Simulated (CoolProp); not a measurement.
Vapour-liquid equilibrium of R125 (1) + R143a (2) at 41.8 kPa; x and y are mole fractions of (1).

The numbers come from the multi-fluid Helmholtz-energy mixture model, Lemmon 2005 and Lemmon and Jacobsen 2000; pair parameters Lemmon 2004 in CoolProp.

**Question.** Give the bubble temperature and the first vapour's composition at x = 0.55, 0.65, 0.95. Is there an azeotrope?

**Answer.** x = 0.55: 209.6 K, y = 0.559; x = 0.65: 209.5 K, y = 0.667; x = 0.95: 208.7 K, y = 0.959. y crosses x between x = 0.45 and 0.55: the model has an azeotrope there.

The pair parameters rest on a limited set of measurements; away from them the model extrapolates.
